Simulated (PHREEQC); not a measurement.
PHREEQC input (ion-association model, phreeqc.dat):

```
SOLUTION_SPECIES
  CO3-2 + 10 H+ + 8 e- = CH4 + 3 H2O  # shut off: no methane
    -log_k -100
    -delta_h 0
    -analytic -100
SOLUTION 1
  temp 25
  units mol/kgw
  pH 7 charge
  C(4) 0.18
  Na 0.18
END
SELECTED_OUTPUT 1
  -reset false
  -pH true
  -pe true
  -ionic_strength true
  -water true
  -totals C Na C(-4) C(4) Hdg
  -molalities H+ Na+ CO3-2 OH- HCO3- CO2 (CO2)2 NaOH NaCO3- NaHCO3
USER_PUNCH 1
  -headings p_Hdg(g) phi_Hdg(g) p_H2O(g) phi_H2O(g) density
  10 PUNCH PR_P("Hdg(g)"), PR_PHI("Hdg(g)"), PR_P("H2O(g)"), PR_PHI("H2O(g)"), RHO
PRINT
  -reset false
USE solution 1
REACTION_TEMPERATURE 1
  40
GAS_PHASE 1
  -fixed_pressure
  -pressure 2
  -temperature 40
  -volume 20
  Hdg(g) 2
  H2O(g) 0
END
# ... the last block is repeated for the other 12 points of P (atm)
```

Selected output (columns that matter, 13 of 13 rows; P (atm) added in front):

```
P (atm)	pH	mu	C	Na	Hdg	m_H+	m_Na+	m_OH-	m_HCO3-	p_Hdg(g)	phi_Hdg(g)	p_H2O(g)	phi_H2O(g)	density
2	7.7592	0.17094	0.18019	0.18019	0.00138	2.177e-08	0.1696	2.3447e-06	0.16415	1.927	1.0006	0.072998	0.9915	1.0028
5	7.7579	0.17092	0.18019	0.18019	0.0035188	2.1835e-08	0.16958	2.3433e-06	0.16413	4.9261	1.0014	0.07393	0.98105	1.0029
10	7.7557	0.17089	0.18019	0.18019	0.0070595	2.1943e-08	0.16955	2.3408e-06	0.1641	9.9245	1.0027	0.075496	0.96405	1.003
20	7.7514	0.17083	0.1802	0.1802	0.014053	2.2162e-08	0.16948	2.3359e-06	0.16404	19.921	1.0055	0.078679	0.93148	1.0032
30	7.747	0.17076	0.1802	0.1802	0.020932	2.2382e-08	0.16942	2.3311e-06	0.16398	29.918	1.0084	0.081931	0.90073	1.0035
40	7.7427	0.1707	0.18021	0.18021	0.027698	2.2604e-08	0.16936	2.3264e-06	0.16391	39.915	1.0113	0.085252	0.87167	1.0037
50	7.7384	0.17064	0.18022	0.18022	0.034356	2.2827e-08	0.16929	2.3217e-06	0.16385	49.911	1.0144	0.088638	0.84419	1.004
75	7.7276	0.17048	0.18024	0.18024	0.050544	2.339e-08	0.16913	2.3104e-06	0.1637	74.903	1.0224	0.097387	0.78176	1.0046
100	7.717	0.17031	0.18026	0.18026	0.066109	2.3964e-08	0.16897	2.2995e-06	0.16353	99.893	1.0308	0.10652	0.7272	1.0053
150	7.6959	0.16996	0.1803	0.1803	0.095516	2.5137e-08	0.16862	2.2788e-06	0.1632	149.87	1.0492	0.12583	0.63716	1.0067
200	7.6752	0.16959	0.18034	0.18034	0.12283	2.6349e-08	0.16824	2.2596e-06	0.16284	199.85	1.0693	0.14639	0.56683	1.0081
300	7.6347	0.16877	0.18042	0.18042	0.17199	2.8887e-08	0.16743	2.2254e-06	0.16207	299.81	1.1144	0.19047	0.46644	1.0109
400	7.5954	0.16784	0.1805	0.1805	0.21489	3.1582e-08	0.1665	2.1963e-06	0.16119	399.76	1.1656	0.23742	0.40049	1.0139
```

Species that the database lacks are ignored. At this temperature some constants are extrapolated from 25 °C, and those without enthalpy data are left unchanged.
